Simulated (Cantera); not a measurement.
A Cantera script and its output.

```python
import numpy as np
import cantera as ct

gas = ct.Solution("h2o2.yaml")
gas.TPX = 1248, 100000, {'H2': 1.2, 'O2': 1, 'N2': 1}
reactor = ct.IdealGasConstPressureReactor(gas, energy="off", clone=False)
net = ct.ReactorNet([reactor])
net.rtol, net.atol = 1e-08, 1e-18
show = ['H2', 'O2', 'H2O', 'OH', 'H']
times = np.geomspace(8e-05, 2, 11)

steps = ct.SolutionArray(gas, extra=["t"])
rows = []
print(f"{'t/s':>10s}{'T/K':>9s}{'P/Pa':>11s}" + "".join(f"{s:>11s}" for s in show))
for t in times:
    while net.time < t:
        t_next = net.step()
        steps.append(gas.state, t=t_next)
    rows.append([np.interp(t, steps.t, y) for y in (steps.T, steps.P, *steps(*show).X.T)])
    print(f"{t:10.3e}{rows[-1][0]:9.1f}{rows[-1][1]:11.4g}" + "".join(f"{x:11.3e}" for x in rows[-1][2:]))
rate = np.gradient(steps.T, steps.t)
print("integrator steps:", len(steps.t))
if steps.T.max() > steps.T[0] + 200:
    print(f"time of steepest temperature rise: {steps.t[rate.argmax()]:.4e} s")
gas.TPX = 1248, 100000, {'H2': 1.2, 'O2': 1, 'N2': 1}
gas.equilibrate("TP")
print(f"equilibrium (TP): T = {gas.T:.1f} K  " + "  ".join(f"{s} {gas[s].X[0]:.3e}" for s in show))
```

Result:

```
       t/s      T/K       P/Pa         H2         O2        H2O         OH          H
 8.000e-05   1248.0      1e+05  3.727e-03  1.549e-01  4.562e-01  8.317e-04  1.189e-04
 2.202e-04   1248.0      1e+05  1.063e-03  1.542e-01  4.600e-01  2.577e-04  9.374e-06
 6.063e-04   1248.0      1e+05  2.838e-04  1.539e-01  4.611e-01  1.164e-04  1.104e-06
 1.669e-03   1248.0      1e+05  4.454e-05  1.538e-01  4.614e-01  6.592e-05  1.024e-07
 4.595e-03   1248.0      1e+05  2.338e-06  1.538e-01  4.615e-01  4.102e-05  5.122e-09
 1.265e-02   1248.0      1e+05  1.407e-07  1.538e-01  4.615e-01  2.525e-05  6.221e-10
 3.482e-02   1248.0      1e+05  5.704e-08  1.538e-01  4.615e-01  1.600e-05  1.851e-10
 9.586e-02   1248.0      1e+05  4.064e-08  1.538e-01  4.615e-01  1.186e-05  1.018e-10
 2.639e-01   1248.0      1e+05  3.933e-08  1.538e-01  4.615e-01  1.118e-05  9.329e-11
 7.265e-01   1248.0      1e+05  3.932e-08  1.538e-01  4.615e-01  1.118e-05  9.322e-11
 2.000e+00   1248.0      1e+05  3.932e-08  1.538e-01  4.615e-01  1.118e-05  9.322e-11
integrator steps: 1621
equilibrium (TP): T = 1248.0 K  H2 3.932e-08  O2 1.538e-01  H2O 4.615e-01  OH 1.118e-05  H 9.322e-11
```

Computed with Cantera and the H2/O2 subset of GRI-Mech 3.0, which has no nitrogen chemistry. The temperature is held fixed by assumption; the heat of reaction is taken as removed at once.
